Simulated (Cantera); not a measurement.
Cantera with NASA thermochemical tables; ideal gases at 1 bar, condensed phases pure. Values are per mole of reaction as written; species without (g) are pure solids or liquids, kept so even where they would boil at 1 bar.

Task: Between 700 and 925 K, where is each reaction favourable under standard conditions?
- Fe + 2 H₂S(g) + 4 C₃H₈(g) → 6 C₂H₆(g) + FeS₂
- 3 Fe + C₆H₆(g) + 6 H₂S(g) → 3 FeS₂ + 6 CH₃(g)

Result: 
- Fe + 2 H₂S(g) + 4 C₃H₈(g) → 6 C₂H₆(g) + FeS₂: ΔG° is -148 kJ at 700 K and -124 kJ at 925 K; it stays negative (K > 1). ΔH° is -224 kJ and ΔS° -108 J/K at 925 K.
- 3 Fe + C₆H₆(g) + 6 H₂S(g) → 3 FeS₂ + 6 CH₃(g): ΔG° is 582 kJ at 700 K and 634 kJ at 925 K; it stays positive (K < 1). ΔH° is 421 kJ and ΔS° -231 J/K at 925 K.
